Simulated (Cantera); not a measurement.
Input: 1 mol Si, 0.085 mol CO₂, 130 mol H₂, at 1.00 bar.

These are equilibrium values from Cantera (NASA tables, ideal gas, pure condensed phases), not measurements of a reactor. Candidate condensed phases: C, C₆H₆, C₇H₈, C₈H₁₈, H₂O, Si, SiC, SiO₂; 123 gas species. Mutual solubility and eutectic melting of coexisting phases are not modelled. The numbers say what is thermodynamically allowed, not how fast it happens. All values below are at 1623 K.

Base state: H₂ 0.999, SiO 0.00125, H 6.91e-5, CO 5.13e-5, CH₄ 1.68e-5 (mole fractions); condensed: Si(s) + SiC(s).

**Question.** What changes in the equilibrium state with this change: pressure from 1.00 bar to 1.80 mbar?

**Answer.** 
```json
[
 {"species": "H₂", "before": "0.999", "after": "0.997"},
 {"species": "H", "before": "6.91e-5", "after": "0.00163"},
 {"species": "SiO", "before": "0.00125", "after": "0.00125"},
 {"species": "Si", "before": "1.56e-7", "after": "8.69e-5"},
 {"species": "CH₄", "before": "1.68e-5", "after": "3.01e-8"},
 {"species": "CO", "before": "5.13e-5", "after": "5.13e-5"},
 {"species": "Si(s), mol", "before": "0.760", "after": "0.745"},
 {"species": "SiC(s), mol", "before": "0.0761", "after": "0.0783"}
]
```

**Question.** What changes in the equilibrium state with this change: Si replaced by SiC?

**Answer.** 
```tsv
species	before	after
H₂	0.999	0.998
CO	5.13e-5	0.000912
SiO	0.00125	0.000386
CH₄	1.68e-5	0.000128
H	6.91e-5	6.91e-5
Si(s), mol	0.760	0
SiC(s), mol	0.0761	0.950
```
